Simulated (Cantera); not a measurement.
**Hydrocarbon pyrolysis for carbon deposition**

An isothermal, constant-pressure homogeneous reactor starts with CH₄ : N₂ = 0.48 : 1.2 (molar parts), at 1573 K and 750 Torr.

Cantera simulation using GRI-Mech 3.0 (53 species, 325 reactions); the numbers are that mechanism's predictions, not measurements. GRI-Mech 3.0 stops at C3 and has no aromatics, soot or wall deposition, so with more carbon than oxygen in the feed, carbon stays in small species such as C2H2 where larger ones or solid carbon would form.

```json
[
 {"t (s)": "3.00e-5", "x CH₄": "0.286", "x C₂H₄": "2.37e-8", "x H": "6.76e-8", "x CH₃": "2.69e-5", "x C₂H₂": "7.12e-12"},
 {"t (s)": "9.53e-5", "x CH₄": "0.286", "x C₂H₄": "7.61e-7", "x H": "7.43e-8", "x CH₃": "8.04e-5", "x C₂H₂": "9.06e-10"},
 {"t (s)": "0.000302", "x CH₄": "0.285", "x C₂H₄": "1.55e-5", "x H": "1.06e-7", "x CH₃": "0.000175", "x C₂H₂": "8.93e-8"},
 {"t (s)": "0.000960", "x CH₄": "0.284", "x C₂H₄": "0.000154", "x H": "1.87e-7", "x CH₃": "0.000268", "x C₂H₂": "4.16e-6"},
 {"t (s)": "0.00305", "x CH₄": "0.280", "x C₂H₄": "0.00124", "x H": "5.66e-7", "x CH₃": "0.000400", "x C₂H₂": "0.000148"},
 {"t (s)": "0.00968", "x CH₄": "0.263", "x C₂H₄": "0.00517", "x H": "2.06e-6", "x CH₃": "0.000423", "x C₂H₂": "0.00328"},
 {"t (s)": "0.0307", "x CH₄": "0.222", "x C₂H₄": "0.00466", "x H": "5.02e-6", "x CH₃": "0.000306", "x C₂H₂": "0.0202"},
 {"t (s)": "0.0976", "x CH₄": "0.156", "x C₂H₄": "0.00264", "x H": "9.41e-6", "x CH₃": "0.000196", "x C₂H₂": "0.0479"},
 {"t (s)": "0.310", "x CH₄": "0.0805", "x C₂H₄": "0.00298", "x H": "1.51e-5", "x CH₃": "0.000103", "x C₂H₂": "0.0771"},
 {"t (s)": "0.984", "x CH₄": "0.0320", "x C₂H₄": "0.00397", "x H": "2.06e-5", "x CH₃": "4.57e-5", "x C₂H₂": "0.0951"},
 {"t (s)": "3.12", "x CH₄": "0.0214", "x C₂H₄": "0.00425", "x H": "2.26e-5", "x CH₃": "3.21e-5", "x C₂H₂": "0.0990"},
 {"t (s)": "9.92", "x CH₄": "0.0213", "x C₂H₄": "0.00425", "x H": "2.26e-5", "x CH₃": "3.20e-5", "x C₂H₂": "0.0990"},
 {"t (s)": "31.5", "x CH₄": "0.0213", "x C₂H₄": "0.00425", "x H": "2.26e-5", "x CH₃": "3.20e-5", "x C₂H₂": "0.0990"},
 {"t (s)": "100", "x CH₄": "0.0213", "x C₂H₄": "0.00425", "x H": "2.26e-5", "x CH₃": "3.20e-5", "x C₂H₂": "0.0990"}
]
```
x: mole fraction; the columns are a selection and need not sum to one.

Equilibrium at this temperature and pressure: CH₄ 0.0167, C₂H₄ 0.00250, H 2.29e-5, CH₃ 2.48e-5, C₂H₂ 0.0571 (gas phase only).
